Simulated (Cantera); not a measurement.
Ammonia decomposition in nitride growth gas

An isothermal, constant-pressure homogeneous reactor starts with 76.9 % NH₃, 23.1 % N₂, at 2025 K and 0.900 bar.

Model: the gas-phase N/H chemistry of the illustrative SiF4/NH3 mechanism in the Surface Chemkin manual (1991), integrated in Cantera. Walls and surfaces, which speed up NH3 decomposition in real reactors, are not modelled.

```tsv
t (s)	x NH₃	x N₂	x NH₂	x NH	x H	x H₂
3.00e-5	0.768	0.231	0.000554	2.06e-6	7.41e-7	0.000310
7.76e-5	0.767	0.231	0.00115	6.65e-6	1.62e-6	0.00110
0.000201	0.763	0.231	0.00144	9.63e-6	4.19e-6	0.00440
0.000520	0.752	0.233	0.00140	1.06e-5	9.93e-6	0.0136
0.00135	0.725	0.237	0.00130	1.22e-5	2.35e-5	0.0364
0.00348	0.662	0.247	0.00115	1.40e-5	5.48e-5	0.0902
0.00901	0.531	0.267	0.000951	1.49e-5	0.000124	0.201
0.0233	0.323	0.298	0.000666	1.36e-5	0.000266	0.378
0.0603	0.116	0.330	0.000328	9.84e-6	0.000536	0.554
0.156	0.0162	0.345	8.05e-5	4.37e-6	0.00108	0.638
0.404	0.00145	0.347	1.05e-5	8.35e-7	0.00160	0.650
1.05	0.000338	0.347	2.51e-6	2.04e-7	0.00164	0.651
2.71	0.000112	0.348	8.30e-7	6.77e-8	0.00165	0.651
7.00	4.11e-5	0.348	3.05e-7	2.49e-8	0.00165	0.651
```
x: mole fraction; the columns are a selection and need not sum to one.

Equilibrium at this temperature and pressure: NH₃ 5.35e-6, N₂ 0.348, NH₂ 3.98e-8, NH 3.25e-9, H 0.00165, H₂ 0.651 (gas phase only).
